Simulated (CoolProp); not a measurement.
Properties of sulfur dioxide along the isobar 0.101 MPa.

Model: reference Helmholtz-energy equation of state, Gao 2016, in CoolProp.

| T (K) | phase | cp (kJ/(kg K)) | speed of sound (m/s) | isothermal compressibility (1/MPa) |
|---|---|---|---|---|
| 350.2 | gas | ___ | 236.9 | 9.994 |
| 354.9 | gas | ___ | 238.4 | 9.990 |
| 359.6 | gas | 0.6680 | 239.9 | 9.986 |
| 364.3 | gas | 0.6699 | 241.4 | 9.982 |
| 369 | gas | 0.6718 | 242.9 | 9.978 |
| 373.7 | gas | 0.6738 | 244.4 | 9.975 |
| 378.4 | gas | 0.6758 | 245.9 | 9.971 |
| 383.1 | gas | 0.6778 | 247.3 | 9.968 |
| 387.8 | gas | 0.6799 | 248.8 | 9.965 |
| 392.5 | gas | 0.6820 | ___ | 9.963 |
| 397.2 | gas | 0.6841 | 251.6 | 9.960 |
| 401.9 | gas | ___ | 253.0 | 9.958 |

Q: What belongs in the gaps?

A: 
- 350.2, cp (kJ/(kg K)): 0.6643
- 354.9, cp (kJ/(kg K)): 0.6661
- 392.5, speed of sound (m/s): 250.2
- 401.9, cp (kJ/(kg K)): 0.6862
